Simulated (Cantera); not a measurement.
Cantera run, input and output.

```python
import numpy as np
import cantera as ct

gas = ct.Solution("gri30.yaml")
gas.TPX = 2075, 410000, {'CH4': 0.29, 'H2O': 0.33}
inlet = ct.Reservoir(gas, clone=True)

reactor = ct.IdealGasConstPressureReactor(gas, energy="off", clone=False)
exhaust = ct.Reservoir(gas, clone=True)
tau = [24, 7.8, 2.5, 0.79, 0.25, 0.081, 0.026, 0.0083, 0.0027][0]
for a, b in ((inlet, reactor), (reactor, exhaust)):
    ct.MassFlowController(a, b, mdot=lambda t: reactor.mass / tau)
net = ct.ReactorNet([reactor])
show = ['CH4', 'H2O', 'CH2', 'CO', 'CO2', 'HCO']

rows = []
print(f"{'tau/s':>10s}{'T/K':>9s}" + "".join(f"{s:>11s}" for s in show))
for tau in [24, 7.8, 2.5, 0.79, 0.25, 0.081, 0.026, 0.0083, 0.0027]:
    net.initial_time = 0.0
    net.advance(30 * tau)
    before = gas.X
    net.advance(40 * tau)
    drift = np.max(np.abs(gas.X - before) / (gas.X + 1e-9))
    rows.append([gas.T, *gas[show].X, drift])
    print(f"{tau:10.3e}{gas.T:9.1f}" + "".join(f"{x:11.3e}" for x in gas[show].X))
```

Result:

```
     tau/s      T/K        CH4        H2O        CH2         CO        CO2        HCO
 2.400e+01   2075.0  3.035e-04  3.157e-02  1.931e-08  2.392e-01  2.146e-03  3.338e-07
 7.800e+00   2075.0  7.277e-04  3.233e-02  4.662e-08  2.386e-01  2.196e-03  3.329e-07
 2.500e+00   2075.0  1.555e-03  3.451e-02  1.010e-07  2.370e-01  2.334e-03  3.305e-07
 7.900e-01   2075.0  3.016e-03  4.007e-02  2.012e-07  2.327e-01  2.680e-03  3.241e-07
 2.500e-01   2075.0  5.426e-03  5.197e-02  3.790e-07  2.235e-01  3.384e-03  3.106e-07
 8.100e-02   2075.0  9.222e-03  7.334e-02  6.898e-07  2.068e-01  4.530e-03  2.881e-07
 2.600e-02   2075.0  1.527e-02  1.086e-01  1.253e-06  1.800e-01  6.074e-03  2.561e-07
 8.300e-03   2075.0  2.475e-02  1.606e-01  2.249e-06  1.420e-01  7.507e-03  2.215e-07
 2.700e-03   2075.0  3.914e-02  2.257e-01  3.847e-06  9.777e-02  7.729e-03  2.036e-07
```

Computed with Cantera and GRI-Mech 3.0 (53 species, 325 reactions).
